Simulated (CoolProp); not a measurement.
Computed with CoolProp (reference Helmholtz-energy equation of state, Wagner 2002).

### Question
Give the vapour pressure (bar), liquid density (kg/m³), vapour density (kg/m³), enthalpy of vaporisation (kJ/kg) of saturated water at 169.75, 227.55 °C.

### Answer
```
T (°C)  p (bar)  liquid density (kg/m³)  vapour density (kg/m³)  enthalpy of vaporisation (kJ/kg)
------  -------  ----------------------  ----------------------  --------------------------------
169.75     7.87                     898                    4.10                              2050
227.55     26.7                     830                    13.4                              1820
```
